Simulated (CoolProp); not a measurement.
Vapour-liquid equilibrium of acetone (1) + n-heptane (2) at 8.32 bar; x and y are mole fractions of (1).

The numbers come from the multi-fluid Helmholtz-energy mixture model, Lemmon 2006 and Span 2003; pair parameters Bell 2016 in CoolProp.

```json
[
 {"x": "0.05", "bubble temperature (°C)": "180.7", "y at the bubble point": "0.170", "dew temperature at overall composition x (°C)": "187.8", "liquid density (mol/L)": "5.323"},
 {"x": "0.125", "bubble temperature (°C)": "168.9", "y at the bubble point": "0.357", "dew temperature at overall composition x (°C)": "183.4", "liquid density (mol/L)": "5.652"},
 {"x": "0.2", "bubble temperature (°C)": "160.1", "y at the bubble point": "0.482", "dew temperature at overall composition x (°C)": "178.9", "liquid density (mol/L)": "5.966"},
 {"x": "0.275", "bubble temperature (°C)": "153.7", "y at the bubble point": "0.569", "dew temperature at overall composition x (°C)": "174.2", "liquid density (mol/L)": "6.276"},
 {"x": "0.35", "bubble temperature (°C)": "149.0", "y at the bubble point": "0.632", "dew temperature at overall composition x (°C)": "169.3", "liquid density (mol/L)": "6.593"},
 {"x": "0.425", "bubble temperature (°C)": "145.5", "y at the bubble point": "0.680", "dew temperature at overall composition x (°C)": "164.2", "liquid density (mol/L)": "6.927"},
 {"x": "0.5", "bubble temperature (°C)": "142.7", "y at the bubble point": "0.719", "dew temperature at overall composition x (°C)": "158.9", "liquid density (mol/L)": "7.287"},
 {"x": "0.575", "bubble temperature (°C)": "140.6", "y at the bubble point": "0.754", "dew temperature at overall composition x (°C)": "153.3", "liquid density (mol/L)": "7.683"},
 {"x": "0.65", "bubble temperature (°C)": "138.8", "y at the bubble point": "0.786", "dew temperature at overall composition x (°C)": "147.7", "liquid density (mol/L)": "8.125"},
 {"x": "0.725", "bubble temperature (°C)": "137.3", "y at the bubble point": "0.820", "dew temperature at overall composition x (°C)": "142.4", "liquid density (mol/L)": "8.622"},
 {"x": "0.8", "bubble temperature (°C)": "136.1", "y at the bubble point": "0.856", "dew temperature at overall composition x (°C)": "138.1", "liquid density (mol/L)": "9.186"},
 {"x": "0.875", "bubble temperature (°C)": "135.1", "y at the bubble point": "0.900", "dew temperature at overall composition x (°C)": "135.6", "liquid density (mol/L)": "9.826"},
 {"x": "0.95", "bubble temperature (°C)": "134.6", "y at the bubble point": "0.954", "dew temperature at overall composition x (°C)": "134.6", "liquid density (mol/L)": "10.55"}
]
```

No azeotrope shows between x = 0.05 and 0.95.

Pair parameters are fitted to limited data, so mixtures are less certain than the pure fluids.
